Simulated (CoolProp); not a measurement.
Saturated liquid density (kg/m³) of water: the reference equation beside estimates from Tc = 647.1 K, pc = 22060 kPa, ω = 0.344. Rackett uses Z = 0.29056 − 0.08775 ω.

Computed with CoolProp (reference Helmholtz-energy equation of state, Wagner 2002).

```
T (K)  reference  Rackett  Soave-Redlich-Kwong  Peng-Robinson
-----  ---------  -------  -------------------  -------------
435.4      905.2    754.5                661.8          748.3
449.7      890.7    740.1                648.8          734.2
464        875.1    725.2                635.0          719.1
478.3      858.6    709.7                620.3          702.9
492.7      840.8    693.5                604.4          685.3
507        821.9    676.8                587.6          666.6
521.3      801.6    659.2                    ?          646.2
535.6          ?    640.6                549.8          624.1
549.9      756.0    620.9                528.4          599.8
564.2      729.9    599.6                505.0          573.0
578.5      700.9    576.5                479.1          543.1
592.8      668.0    550.7                449.9          509.2
607.1          ?    521.0                416.3          469.8
621.5      581.2    484.4                375.6          421.8
635.8      511.7    433.3                321.7          358.0
```

Question: Some entries are withheld; supply them.

Answer: 
- 521.3, Soave-Redlich-Kwong: 569.4
- 535.6, reference: 779.8
- 607.1, reference: 629.4

Absolute difference from the reference over all 15 rows, mean and median: Rackett 17.3 and 17.5 %, Soave-Redlich-Kwong 30.4 and 29.5 %, Peng-Robinson 21.3 and 20.0 %.
